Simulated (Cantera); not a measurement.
Cantera run:

```python
import numpy as np
import cantera as ct

gas_names = """
    B BH BH2 BH3 BN BO BO2 B2 B2O B2O2 B2O3 B3O3H3 H HBO HBO2 HNO HNO2 HNO3 HO2 H2 H2O H2O2 H3B3O6 N NH
    NH2 NH3 NH2OH NO NO2 NO3 N2 N2H2 N2H4 N2O O OH O2 O3
""".split()
cond_names = """
    B(b) B(L) BN(s) B2O3(L) B3O3H3(cr) H2O(s) H2O(L)
""".split()


# ... load() reads the species with a 1 bar reference pressure and builds the phases ...
atoms = {
    'BN': {'B': 1, 'N': 1},
    'O2': {'O': 2},
    'H2': {'H': 2},
}
top_T = {'BN(s)': 3200}  # K; cautious upper limits of use, not melting points


# ... equilibrate(T, P, feed) seeds the gas with the atoms and calls Mixture.equilibrate('TP', solver="vcs", rtol=1e-11, max_steps=5000) ...
results = []
feed = {'BN': 1, 'O2': 2.1, 'H2': 33}  # mol
T = 1473.15  # K
P = 17  # Pa
mix = equilibrate(T, P, feed)
results.append((T, P, feed, dict(zip(mix.species_names, mix.species_moles))))
x = sorted(zip(gas.X, gas.species_names), reverse=True)
print(f"T = {T:g} K  P = {P:g} Pa  gas = {mix.phase_moles(0):.4g} mol")
print("   x: " + "  ".join(f"{s} {v:.3e}" for v, s in x if v > 1e-06))
print("   condensed (mol): " + ("  ".join(f"{mix.phase(i).name} {mix.phase_moles(i):.4g}"
      for i in range(1, mix.n_phases) if mix.phase_moles(i) > 1e-12) or "none"))
```

Output:

```
T = 1473.15 K  P = 17 Pa  gas = 34.02 mol
   x: H2 8.901e-01  H2O 6.528e-02  HBO2 2.837e-02  N2 1.470e-02  H 9.171e-04  B2O3 4.219e-04  HBO 1.782e-04  BO 4.982e-06  OH 1.751e-06
   condensed (mol): none
```

These are equilibrium values from Cantera (NASA tables, ideal gas, pure condensed phases), not measurements of a reactor.
